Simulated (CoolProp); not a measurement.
A closed Brayton cycle with carbon dioxide: compressor inlet 307.15 K and 9.1 MPa, high pressure 28.8 MPa, turbine inlet 995 K, compressor efficiency 0.89, turbine efficiency 0.93, recuperator effectiveness 0 (on enthalpy, no pinch check). Each further row changes one setting.

Model: reference Helmholtz-energy equation of state, Span 1996, in CoolProp.

```tsv
case	thermal efficiency (%)	net work (kJ/kg)	compressor to turbine work	compressor exit (K)	turbine exit (K)
as stated	17.4	161	0.15	338.5	835.3
turbine inlet 945 K	17.4	150	0.16	338.5	790.7
compressor inlet 317.15 K	17.7	146	0.23	387.6	835.3
high pressure 24.5 MPa	15.2	142	0.14	333.2	856.8
recuperator effectiveness 0.5	25.8	161	0.15	338.5	835.3
```
